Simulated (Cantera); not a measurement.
Charge: 1 mol V2O3, 2.4 mol H2, 0.058 mol H2O, at 1627 °C.

These are equilibrium values from Cantera (NASA tables, ideal gas, pure condensed phases), not measurements of a reactor. Candidate condensed phases: H2O, V, VO, V2O3, V2O4, V2O5; 12 gas species. Condensed phases not in the tables: the oxides between V2O3 and V2O5 other than VO2. The numbers say what is thermodynamically allowed, not how fast it happens.

Question: At 14.0 mbar, list the 6 most abundant gas species with their mole fractions, and the condensed phases.

Answer: H2 0.970, H2O 0.0234, H 0.00660, VO2 0.000198, VO 2.53e-5, OH 1.31e-5. Condensed: V2O3(s).
